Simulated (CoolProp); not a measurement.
Vapour-liquid equilibrium of CHF3 (R23) (1) + propylene (2) at 0.0423 MPa; x and y are mole fractions of (1).

Model: multi-fluid Helmholtz-energy mixture model, Penoncello 2003 and Lemmon 2013; pair parameters Bell 2016, in CoolProp.

Question: Give the bubble temperature and the first vapour's composition at x = 0.05, 0.2, 0.425. Is there an azeotrope?

Answer: x = 0.05: 195.1 K, y = 0.549; x = 0.2: 182.0 K, y = 0.835; x = 0.425: 178.4 K, y = 0.886. No azeotrope shows between x = 0.05 and 0.95.

The pair parameters rest on a limited set of measurements; away from them the model extrapolates. With so large a gap from Raoult's law the liquid may split in two, which this calculation doesn't test in full.
